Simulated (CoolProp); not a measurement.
Toluene along the isobar 789 kPa: Z from the reference equation and from simpler models built on Tc = 318.6 °C, pc = 4126 kPa, ω = 0.266; each cubic takes its own stable root.

Computed with CoolProp (reference Helmholtz-energy equation of state, Lemmon 2006). It is a short technical equation, of lower accuracy than the large ones.

```
T (°C)   phase  reference
------  ------  ---------
120.55  liquid    0.02885
143.15  liquid    0.02817
165.75  liquid    0.02767
188.45  liquid    0.02738
211.05     gas     0.8425
233.65     gas     0.8691
256.35     gas     0.8895
278.95     gas     0.9055
301.55     gas     0.9183
324.25     gas     0.9290
346.85     gas     0.9377
```

**Question.** How far does each simpler model (van der Waals, Redlich-Kwong, Soave-Redlich-Kwong, Peng-Robinson) lie from the reference over these 11 states: mean and median of the absolute difference, and the worst?

**Answer.** 
- van der Waals: mean 835.3 %, median 4.8 %, worst +3136.7 % at 188.45 °C and 789 kPa
- Redlich-Kwong: mean 279.1 %, median 2.4 %, worst +3009.2 % at 188.45 °C and 789 kPa
- Soave-Redlich-Kwong: mean 5.2 %, median 1.5 %, worst +13.5 % at 188.45 °C and 789 kPa
- Peng-Robinson: mean 0.5 %, median 0.2 %, worst -1.2 % at 120.55 °C and 789 kPa

At some of these states van der Waals, Redlich-Kwong gives the other phase, because its saturation line lies elsewhere.
